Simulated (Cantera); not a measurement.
An adiabatic, constant-pressure homogeneous reactor starts with CO : H2 : O2 : N2 = 1 : 0.18 : 0.983 : 3.7 (molar parts), at 1050 K and 5.00 bar. Integrator tolerance rtol = 1e-08.

Detailed kinetics in Cantera: GRI-Mech 3.0 (53 species, 325 reactions). The hydrogen kinetics of GRI-Mech 3.0 are dated; newer H2 mechanisms differ, most at raised pressure.

Problem. What does this change do: 0.23 parts CO2 added?

Solution. 
```
quantity                                                              before                                      after
---------------------------------  -----------------------------------------  -----------------------------------------
time of steepest temperature rise                                    1.10 ms                                    1.27 ms
temperature at 0.200 s                                                2467 K                                     2400 K
equilibrium temperature                                               2467 K                                     2400 K
x(CO) at 0.200 s                     0.00930 (gas-phase equilibrium 0.00930)    0.00782 (gas-phase equilibrium 0.00782)
x(H2) at 0.200 s                   0.000270 (gas-phase equilibrium 0.000270)  0.000190 (gas-phase equilibrium 0.000190)
x(O2) at 0.200 s                       0.0712 (gas-phase equilibrium 0.0712)      0.0688 (gas-phase equilibrium 0.0688)
x(CO2) at 0.200 s                        0.179 (gas-phase equilibrium 0.179)        0.215 (gas-phase equilibrium 0.215)
x(NO) at 0.200 s                       0.0119 (gas-phase equilibrium 0.0119)      0.0101 (gas-phase equilibrium 0.0101)
x(N2O) at 0.200 s                    1.38e-6 (gas-phase equilibrium 1.38e-6)    1.15e-6 (gas-phase equilibrium 1.15e-6)
x(OH) at 0.200 s                     0.00375 (gas-phase equilibrium 0.00375)    0.00294 (gas-phase equilibrium 0.00294)
```

Problem. What does this change do: initial temperature 1050 to 1250 K?

Solution. 
```json
[
 {"quantity": "time of steepest temperature rise", "before": "1.10 ms", "after": "21.5 µs"},
 {"quantity": "temperature at 0.200 s", "before": "2467 K", "after": "2580 K"},
 {"quantity": "equilibrium temperature", "before": "2467 K", "after": "2580 K"},
 {"quantity": "x(CO) at 0.200 s", "before": "0.00930 (gas-phase equilibrium 0.00930)", "after": "0.0160 (gas-phase equilibrium 0.0160)"},
 {"quantity": "x(H2) at 0.200 s", "before": "0.000270 (gas-phase equilibrium 0.000270)", "after": "0.000443 (gas-phase equilibrium 0.000443)"},
 {"quantity": "x(O2) at 0.200 s", "before": "0.0712 (gas-phase equilibrium 0.0712)", "after": "0.0721 (gas-phase equilibrium 0.0721)"},
 {"quantity": "x(CO2) at 0.200 s", "before": "0.179 (gas-phase equilibrium 0.179)", "after": "0.172 (gas-phase equilibrium 0.172)"},
 {"quantity": "x(NO) at 0.200 s", "before": "0.0119 (gas-phase equilibrium 0.0119)", "after": "0.0145 (gas-phase equilibrium 0.0145)"},
 {"quantity": "x(N2O) at 0.200 s", "before": "1.38e-6 (gas-phase equilibrium 1.38e-6)", "after": "1.68e-6 (gas-phase equilibrium 1.68e-6)"},
 {"quantity": "x(OH) at 0.200 s", "before": "0.00375 (gas-phase equilibrium 0.00375)", "after": "0.00522 (gas-phase equilibrium 0.00522)"}
]
```
